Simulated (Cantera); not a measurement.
A closed system holds: 1 mol Al2O3, 0.68 mol BCl3, 1.5 mol O2, held at 1875 K and 3.20 Pa.

Equilibrium computed with Cantera from the NASA thermochemical tables; the gas is ideal and each condensed phase is pure. Candidate condensed phases: Al, AlCl3, Al2O3, B, B2O3; 30 gas species. The tables' values for BOCl are old estimates; treat these amounts as uncertain. Rates play no part.

Base state: Cl 0.587, O2 0.264, B2O3 0.0698, BO2 0.0522, O 0.0219, BOCl 0.00404, BO 0.00115, AlOCl 7.63e-5 (mole fractions); condensed: Al2O3(s).

### Question
What changes in the equilibrium state with this change: pressure from 3.20 Pa to 4.10 mbar?

### Answer
```json
[
 {"species": "Cl", "before": "0.587", "after": "0.579"},
 {"species": "O2", "before": "0.264", "after": "0.294"},
 {"species": "B2O3", "before": "0.0698", "after": "0.0854"},
 {"species": "BO2", "before": "0.0522", "after": "0.0176"},
 {"species": "O", "before": "0.0219", "after": "0.00204"},
 {"species": "BOCl", "before": "0.00404", "after": "0.0145"},
 {"species": "AlCl3", "before": "2.93e-7", "after": "0.000112"},
 {"species": "Cl2", "before": "5.60e-5", "after": "0.00700"},
 {"species": "BO", "before": "0.00115", "after": "3.26e-5"},
 {"species": "ClO", "before": "2.84e-5", "after": "0.000335"},
 {"species": "Al2O3(s), mol", "before": "1.000", "after": "1.000"}
]
```
